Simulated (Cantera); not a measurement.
An adiabatic, constant-pressure homogeneous reactor starts with 5.39 % CH4, 1.83 % H2, 19.5 % O2, 73.3 % N2, at 1200 K and 4.93 atm.

Computed with Cantera and GRI-Mech 3.0 (53 species, 325 reactions).

One state of this run: T (K) = 2376; x CH4 = <1e-12; x H2 = 0.000651; x O2 = 0.0727; x H = 0.000163; x CH3 = <1e-12. x: mole fraction; the columns are a selection and need not sum to one.

Task: Which value of t (s) does it belong to?
A. 1.83e-5
B. 0.000126
C. 0.106
D. 4.80e-5

Result: C, 0.106
